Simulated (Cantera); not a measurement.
**Oxide etching and cleaning by halides: Fe2O3 + Cl2**

Input: 1 mol Fe2O3, 3 mol Cl2, at 0.000330 bar.

Cantera equilibrium calculation (NASA polynomials, part measured and part estimated; ideal gas, pure solids and liquids). Candidate condensed phases: Fe, FeCl2, FeCl3, FeO, Fe2O3, Fe3O4; 13 gas species. Condensed phases not in the tables: FeOCl. The numbers say what is thermodynamically allowed, not how fast it happens.

| T (K) | x Cl2 | x FeCl2 | x Cl | x O2 | x FeCl3 | x O | x ClO | n Fe2O3(s) |
|---|---|---|---|---|---|---|---|---|
| 823 | 0.972 | 0.000176 | 0.000853 | 0.0117 | 0.0155 | 1.37e-12 | 1.86e-7 | 0.976 |
| 973 | 0.816 | 0.0127 | 0.0128 | 0.0733 | 0.0849 | 1.01e-9 | 4.21e-6 | 0.848 |
| 1123 | 0.395 | 0.175 | 0.0693 | 0.230 | 0.131 | 1.16e-7 | 2.78e-5 | 0.426 |
| 1273 | 0.103 | 0.378 | 0.172 | 0.311 | 0.0360 | 3.30e-6 | 5.99e-5 | 0 |
| 1423 | 0.0283 | 0.370 | 0.313 | 0.282 | 0.00616 | 3.94e-5 | 8.24e-5 | 0 |
| 1573 | 0.00477 | 0.365 | 0.355 | 0.274 | 0.00103 | 0.000301 | 7.60e-5 | 0 |
| 1723 | 0.000921 | 0.364 | 0.362 | 0.272 | 0.000216 | 0.00163 | 6.56e-5 | 0 |
x: gas mole fraction; n: condensed amount in mol.

From 823 K to 1123 K the condensed part is Fe2O3(s). From 1273 K to 1723 K nothing is condensed. The main Fe-bearing gas is FeCl3 at 823 K and FeCl2 at 1723 K.
